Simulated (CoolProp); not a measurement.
R245fa at several states: density (kg/m³) from the reference equation and from simpler models built on Tc = 427.0 K, pc = 3651 kPa, ω = 0.378; each cubic takes its own stable root.

Computed with CoolProp (reference Helmholtz-energy equation of state, Akasaka 2015).

| T (K) | p (kPa) | phase | reference | Redlich-Kwong | Soave-Redlich-Kwong | Peng-Robinson |
|---|---|---|---|---|---|---|
| 328 | 247 | gas | 12.97 | 12.78 | 12.88 | 12.93 |
| 217.6 | 18300 | liquid | 1561 | 1372 | 1407 | 1577 |
| 392.5 | 743 | gas | 33.95 | 33.70 | 33.92 | 34.23 |
